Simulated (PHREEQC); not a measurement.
1 kg of water holding 0.014 mol/kgw Na2SO4 and 0.015 mol/kgw NaCl is evaporated at 20 °C; the solids stay in contact with the brine. No CO2 enters from the air. The run lets Halite, Mirabilite, Thenardite precipitate or redissolve, and no other solid.

The series has 28 steps of water left (kg), from 1 to 0.003064.

Equilibrium calculation in PHREEQC: Pitzer model, pitzer.dat.

Problem. Which solids form, in which order, and at which step of the series does each first stand?

Solution. Mirabilite from water left = 0.0103 kg; Thenardite from water left = 0.003064 kg.
